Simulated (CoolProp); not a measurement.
Values from CoolProp's reference Helmholtz-energy equation of state, Lemmon 2003. It is a pseudo-pure fit of the blend.

Problem. For R404A, give the phase and the speed of sound (m/s), viscosity (µPa s) at 281.7 K and 0.0403 MPa.

Solution. 
- 281.7 K and 0.0403 MPa: gas; speed of sound 162, viscosity 11.6

Viscosity comes from a separate model (Geller 2000).
